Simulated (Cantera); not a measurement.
Charge: 1 mol Si₂Cl₆, a varied amount of NH₃, equilibrated at 14.0 Pa.

Method: chemical equilibrium by Gibbs-energy minimisation in Cantera with the NASA 1993 tables (ideal gas, pure condensed phases). Candidate condensed phases: NH₄Cl, Si, Si₃N₄; 28 gas species. The feed counts by its element totals alone. Mutual solubility and eutectic melting of coexisting phases are not modelled. The tables' values for SiCl₃ are old estimates. Equilibrium is a limit: real reactors are often held back by kinetics, nucleation or transport.

Task: What condenses at these points (T in K, n(NH₃) in mol): (1098, 0.96); (1448, 0.67); (1198, 0.37); (1248, 0.87); (1148, 0.57); (948, 0.57)?

Result: 
```tsv
T (K)	n(NH₃) in mol	condensed phases	Si condensed (%)
1098	0.96	Si₃N₄	35.7
1448	0.67	gas only	0.0
1198	0.37	Si₃N₄	12.9
1248	0.87	Si₃N₄	18.6
1148	0.57	Si₃N₄	21.2
948	0.57	Si + Si₃N₄	24.8
```
